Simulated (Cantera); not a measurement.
Gas mixture: N2 : C2H2 = 0.32 : 0.84 (molar parts), at 0.0128 atm, frozen composition.

Cantera's kinetic-theory transport with the Lennard-Jones parameters of GRI-Mech 3.0, ideal gas; thermal conductivity in the multicomponent form. The composition is frozen, though it would react at the higher temperatures.

D: mixture-averaged diffusion coefficient of that species in the mixture.

| T (K) | ρ (kg/m³) | cp (J/kg/K) | μ (µPa s) | λ (mW/m/K) | Pr | D (cm²/s) CO2 | D (cm²/s) O | D (cm²/s) NO |
|---|---|---|---|---|---|---|---|---|
| 400 | 0.0104 | 1674 | 15.6 | 34.9 | 0.746 | 17.5 | 35.2 | 22.7 |
| 550 | 0.00756 | 1849 | [?] | [?] | 0.747 | [?] | [?] | [?] |
| 700 | 0.00594 | 1978 | 23.9 | 63.3 | 0.747 | 47.9 | 92.3 | 59.7 |
| 850 | 0.00489 | 2090 | 27.5 | 76.9 | 0.746 | 67.1 | 128 | 83.0 |
| 1000 | 0.00416 | 2190 | [?] | [?] | 0.746 | [?] | [?] | [?] |
| 1150 | 0.00361 | 2276 | 33.8 | 103 | 0.746 | 113 | 212 | 138 |

Complete the blanks.


- 550, μ (µPa s): 20.0
- 550, λ (mW/m/K): 49.5
- 550, D (cm²/s) CO2: 31.2
- 550, D (cm²/s) O: 61.2
- 550, D (cm²/s) NO: 39.5
- 1000, μ (µPa s): 30.7
- 1000, λ (mW/m/K): 90.2
- 1000, D (cm²/s) CO2: 88.8
- 1000, D (cm²/s) O: 168
- 1000, D (cm²/s) NO: 109
